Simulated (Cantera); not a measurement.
**Stirred combustor or abatement burner**

A perfectly stirred reactor is fed with CH4 : O2 : N2 : H2O = 1 : 4.26 : 16 : 4.8 (molar parts), equivalence ratio 0.47, at 1.00 atm; it is adiabatic with a 675 K inlet, and is followed from long to short residence time, starting on the burning branch (τ in s: 0.045, 0.019, 0.0079, 0.0033, 0.0014, 0.00059, 0.00025, 0.0001, 4.4e-05, 1.8e-05, 7.7e-06, 3.3e-06).

Detailed kinetics in Cantera: GRI-Mech 3.0 (53 species, 325 reactions).

```json
[
 {"τ (s)": "0.045", "T (K)": "1508", "x CH4": "4.32e-5", "x O2": "0.0869", "x H2O": "0.260", "x CH2": "5.89e-8", "x O": "4.47e-5", "x HO2": "4.95e-6", "x CH2O": "3.36e-6"},
 {"τ (s)": "0.019", "T (K)": "1503", "x CH4": "7.70e-5", "x O2": "0.0871", "x H2O": "0.260", "x CH2": "1.27e-7", "x O": "7.62e-5", "x HO2": "8.65e-6", "x CH2O": "6.28e-6"},
 {"τ (s)": "0.0079", "T (K)": "1494", "x CH4": "0.000143", "x O2": "0.0876", "x H2O": "0.259", "x CH2": "2.67e-7", "x O": "0.000128", "x HO2": "1.52e-5", "x CH2O": "1.21e-5"},
 {"τ (s)": "0.0033", "T (K)": "1477", "x CH4": "0.000283", "x O2": "0.0886", "x H2O": "0.258", "x CH2": "5.40e-7", "x O": "0.000201", "x HO2": "2.67e-5", "x CH2O": "2.42e-5"},
 {"τ (s)": "0.0014", "T (K)": "1435", "x CH4": "0.000718", "x O2": "0.0916", "x H2O": "0.256", "x CH2": "1.01e-6", "x O": "0.000249", "x HO2": "5.09e-5", "x CH2O": "5.89e-5"},
 {"τ (s)": "0.00059", "T (K)": "675", "x CH4": "0.0384", "x O2": "0.163", "x H2O": "0.184", "x CH2": "<1e-12", "x O": "<1e-12", "x HO2": "<1e-12", "x CH2O": "<1e-12"},
 {"τ (s)": "0.00025", "T (K)": "675", "x CH4": "0.0384", "x O2": "0.163", "x H2O": "0.184", "x CH2": "<1e-12", "x O": "<1e-12", "x HO2": "<1e-12", "x CH2O": "<1e-12"},
 {"τ (s)": "0.00010", "T (K)": "675", "x CH4": "0.0384", "x O2": "0.163", "x H2O": "0.184", "x CH2": "<1e-12", "x O": "<1e-12", "x HO2": "<1e-12", "x CH2O": "<1e-12"},
 {"τ (s)": "4.4e-5", "T (K)": "675", "x CH4": "0.0384", "x O2": "0.163", "x H2O": "0.184", "x CH2": "<1e-12", "x O": "<1e-12", "x HO2": "<1e-12", "x CH2O": "<1e-12"},
 {"τ (s)": "1.8e-5", "T (K)": "675", "x CH4": "0.0384", "x O2": "0.163", "x H2O": "0.184", "x CH2": "<1e-12", "x O": "<1e-12", "x HO2": "<1e-12", "x CH2O": "<1e-12"},
 {"τ (s)": "7.7e-6", "T (K)": "675", "x CH4": "0.0384", "x O2": "0.163", "x H2O": "0.184", "x CH2": "<1e-12", "x O": "<1e-12", "x HO2": "<1e-12", "x CH2O": "<1e-12"},
 {"τ (s)": "3.3e-6", "T (K)": "675", "x CH4": "0.0384", "x O2": "0.163", "x H2O": "0.184", "x CH2": "<1e-12", "x O": "<1e-12", "x HO2": "<1e-12", "x CH2O": "<1e-12"}
]
```
x: mole fraction; the columns are a selection and need not sum to one.
